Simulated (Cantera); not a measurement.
Feed: 1 mol Cu₂O, 4.1 mol C, 2.1 mol CO, equilibrated at 1450 K.

Equilibrium computed with Cantera from the NASA thermochemical tables; the gas is ideal and each condensed phase is pure. Candidate condensed phases: C, Cu, CuO, Cu₂O; 15 gas species. Kinetics and transport are ignored.

x: gas mole fraction; n: condensed amount in mol.

```csv
P (Pa),x CO,x Cu,x CO₂,x Cu₂,n C(graphite),n Cu(l)
10,0.966,0.0344,9.78e-8,9.64e-6,3.10,1.89
100,0.997,0.00344,1.04e-6,9.64e-7,3.10,1.99
1000,1.000,[?],[?],[?],3.10,2.00
10000,1.000,[?],[?],[?],3.10,2.00
100000,0.999,3.44e-6,0.00105,9.64e-10,3.10,2.00
1000000,0.990,3.44e-7,0.0103,9.64e-11,3.13,2.00
```

Q: Fill in the missing entries.

A: 
- 1000, x Cu: 0.000344
- 1000, x CO₂: 1.05e-5
- 1000, x Cu₂: 9.64e-8
- 10000, x Cu: 3.44e-5
- 10000, x CO₂: 0.000105
- 10000, x Cu₂: 9.64e-9
